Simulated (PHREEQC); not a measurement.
Consider water at 25 °C with 0.0064 mol HNO3 and 0.00029 mol Fe(NO3)3 per kg of water. Closed to the air; pH follows from the charge balance.

Model: ion-association model, phreeqc.dat, run in PHREEQC.

**Question.** The ionic strength comes out as 0.00788 mol/kgw. What activity coefficients do Fe+3, H+, FeOH+2, NO3-, Fe(OH)2+ get?

**Answer.** Fe+3 0.48, H+ 0.92, FeOH+2 0.70, NO3- 0.91, Fe(OH)2+ 0.91.

This is a speciation only: nothing precipitates in the calculation. Saturation is exceeded, for instance for Hematite (slow to form), Goethite (slow to form); the values hold only as long as no solid forms.
